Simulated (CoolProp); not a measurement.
Oxygen at 950.68 K and 10.3 MPa is compressed adiabatically to 55.4 MPa with isentropic efficiency 0.8. Each further row changes one setting.

The numbers come from the reference Helmholtz-energy equation of state, Schmidt 1985 in CoolProp.

```csv
case,work (kJ/kg),final temperature (K),final density (kg/m³)
as stated,681,1532.1,125
efficiency 1,545,1414.4,135
efficiency 0.65,838,1667.0,116
```

Above 300 K oxygen's equation is extrapolated.
